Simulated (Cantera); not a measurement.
An adiabatic, constant-volume homogeneous reactor starts with 21.9 % H2, 16.4 % O2, 61.7 % N2, equivalence ratio 0.67, at 1275 K and 660 Torr.

Cantera simulation using the H2/O2 subset of GRI-Mech 3.0, which has no nitrogen chemistry; the numbers are that mechanism's predictions, not measurements.

x: mole fraction; the columns are a selection and need not sum to one.

| t (s) | T (K) | P (bar) | x H2 | x O2 | x HO2 | x O | x H |
|---|---|---|---|---|---|---|---|
| 2.00e-6 | 1275 | 0.880 | 0.219 | 0.164 | 1.73e-8 | 3.13e-9 | 2.04e-8 |
| 5.97e-6 | 1275 | 0.880 | 0.219 | 0.164 | 6.41e-8 | 3.36e-8 | 1.82e-7 |
| 1.78e-5 | 1275 | 0.880 | 0.219 | 0.164 | ? | ? | ? |
| 5.32e-5 | ? | 1.49 | ? | 0.0600 | 1.70e-5 | ? | ? |
| 0.000159 | 2781 | 1.75 | 0.0138 | 0.0560 | 1.70e-5 | 0.00919 | 0.00695 |
| 0.000475 | 2783 | 1.75 | 0.0137 | 0.0560 | 1.71e-5 | 0.00913 | 0.00686 |
| 0.00142 | 2783 | 1.75 | 0.0137 | 0.0560 | 1.71e-5 | 0.00913 | 0.00686 |
| 0.00423 | 2783 | 1.75 | 0.0137 | 0.0560 | 1.71e-5 | 0.00913 | 0.00686 |
| 0.0126 | 2783 | 1.75 | 0.0137 | 0.0560 | 1.71e-5 | 0.00913 | 0.00686 |
| 0.0377 | 2783 | 1.75 | 0.0137 | 0.0560 | 1.71e-5 | 0.00913 | 0.00686 |
| 0.113 | 2783 | 1.75 | 0.0137 | 0.0560 | 1.71e-5 | 0.00913 | 0.00686 |
| 0.336 | 2783 | 1.75 | 0.0137 | 0.0560 | 1.71e-5 | 0.00913 | 0.00686 |
| 1.00 | 2783 | 1.75 | 0.0137 | 0.0560 | 1.71e-5 | 0.00913 | 0.00686 |
| 3.00 | 2783 | 1.75 | 0.0137 | 0.0560 | 1.71e-5 | 0.00913 | 0.00686 |

### Question
What belongs in the gaps?

### Answer

- 1.78e-5, x HO2: 3.98e-6
- 1.78e-5, x O: 7.43e-6
- 1.78e-5, x H: 3.94e-5
- 5.32e-5, T (K): 2283
- 5.32e-5, x H2: 0.0279
- 5.32e-5, x O: 0.0228
- 5.32e-5, x H: 0.0306
